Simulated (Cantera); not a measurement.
Feed: 1 mol TEOS, 2.8 mol H2O, 2 mol N2, at 443 Torr.

Method: chemical equilibrium by Gibbs-energy minimisation in Cantera with the NASA 1993 tables (ideal gas, pure condensed phases). Candidate condensed phases: C, C6H6, C7H8, C8H18, H2O, Si, SiC, SiO2, Si2N2O, Si3N4; 151 gas species. The feed counts by its element totals alone. The tables hold silica as quartz up to 1696 K and as liquid above; real silica turns to tridymite and cristobalite and melts near 1996 K. The numbers say what is thermodynamically allowed, not how fast it happens.

**Question.** At 1175 K, list the 7 most abundant gas species with their mole fractions, and the condensed phases.

**Answer.** H2 0.646, CO 0.242, N2 0.103, CH4 0.00472, H2O 0.00320, CO2 0.000936, NH3 2.12e-5. Condensed: C(graphite) + SiO2(β-quartz).
